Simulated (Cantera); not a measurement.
Thermodynamics of abatement and gas-phase synthesis, feed HBr + O₂ + H₂

A closed system holds: 1 mol HBr, a varied amount of O₂, 3.8 mol H₂, held at 2698.15 K and 0.390 bar.

Equilibrium computed with Cantera from the NASA thermochemical tables; the gas is ideal and each condensed phase is pure. Candidate condensed phases: Br₂, H₂O; 12 gas species. Equilibrium is a limit: real reactors are often held back by kinetics, nucleation or transport.

| n(O₂) (mol) | x H₂ | x H₂O | x Br | x HBr | x H | x OH | x O₂ |
|---|---|---|---|---|---|---|---|
| 0.36 | 0.602 | 0.133 | 0.0923 | 0.0986 | 0.0701 | 0.00396 | 2.63e-5 |
| 0.41 | 0.584 | 0.152 | 0.0930 | 0.0978 | 0.0690 | 0.00458 | 3.62e-5 |
| 0.47 | 0.562 | 0.174 | 0.0939 | 0.0969 | 0.0677 | 0.00534 | 5.12e-5 |
| 0.54 | 0.537 | 0.199 | 0.0949 | 0.0958 | 0.0662 | 0.00627 | 7.39e-5 |
| 0.62 | 0.509 | 0.228 | 0.0962 | 0.0944 | 0.0644 | 0.00739 | 0.000108 |
| 0.71 | 0.477 | 0.261 | 0.0977 | 0.0928 | 0.0624 | 0.00872 | 0.000161 |
| 0.81 | 0.441 | 0.297 | 0.0994 | 0.0909 | 0.0600 | 0.0103 | 0.000243 |
| 0.93 | 0.399 | 0.339 | 0.102 | 0.0884 | 0.0571 | 0.0124 | 0.000388 |
| 1.1 | 0.341 | 0.399 | 0.105 | 0.0845 | 0.0527 | 0.0158 | 0.000736 |
| 1.2 | 0.307 | 0.433 | 0.107 | 0.0819 | 0.0501 | 0.0180 | 0.00107 |
| 1.4 | 0.242 | 0.497 | 0.112 | 0.0760 | 0.0444 | 0.0234 | 0.00228 |
| 1.6 | 0.181 | 0.554 | 0.118 | 0.0691 | 0.0385 | 0.0301 | 0.00503 |
| 1.8 | 0.130 | 0.597 | 0.123 | 0.0612 | 0.0326 | 0.0382 | 0.0113 |
x: gas mole fraction; nothing condenses.

From 0.36 mol O₂ to 1.8 mol O₂ nothing is condensed.
